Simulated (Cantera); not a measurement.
Input: 1 mol Fe₂O₃, 1.5 mol HCl, 0.43 mol O₂, at 10000 Pa.

Equilibrium computed with Cantera from the NASA thermochemical tables; the gas is ideal and each condensed phase is pure. Candidate condensed phases: Fe, FeCl₂, FeCl₃, FeO, Fe(OH)₂, Fe(OH)₃, Fe₂O₃, Fe₃O₄, H₂O; 22 gas species. The numbers say what is thermodynamically allowed, not how fast it happens. All values below are at 725 °C.

Base state: HCl 0.577, O₂ 0.175, H₂O 0.124, Cl₂ 0.122, FeCl₃ 0.000962, Cl 0.000417, FeCl₂ 3.02e-5, HOCl 1.25e-5 (mole fractions); condensed: Fe₂O₃(s).

Problem. What changes in the equilibrium state with this change: pressure from 10000 Pa to 1100 Pa?

Solution. 
```
species          before     after
-------------  --------  --------
HCl               0.577     0.645
O₂                0.175     0.192
H₂O               0.124    0.0819
Cl₂               0.122    0.0800
FeCl₃          0.000962  0.000828
FeCl₂           3.02e-5   9.68e-5
HOCl            1.25e-5   4.85e-6
Cl             0.000417   0.00102
Fe₂O₃(s), mol     0.999     0.999
```

Problem. What changes in the equilibrium state with this change: 1.4 mol Cl₂ added?

Solution. 
```json
[
 {"species": "Cl₂", "before": "0.122", "after": "0.426"},
 {"species": "HCl", "before": "0.577", "after": "0.421"},
 {"species": "O₂", "before": "0.175", "after": "0.128"},
 {"species": "H₂O", "before": "0.124", "after": "0.0161"},
 {"species": "FeCl₃", "before": "0.000962", "after": "0.00794"},
 {"species": "Fe₂Cl₆", "before": "1.88e-7", "after": "1.28e-5"},
 {"species": "FeCl₂", "before": "3.02e-5", "after": "0.000133"},
 {"species": "Fe₂O₃(s), mol", "before": "0.999", "after": "0.987"}
]
```
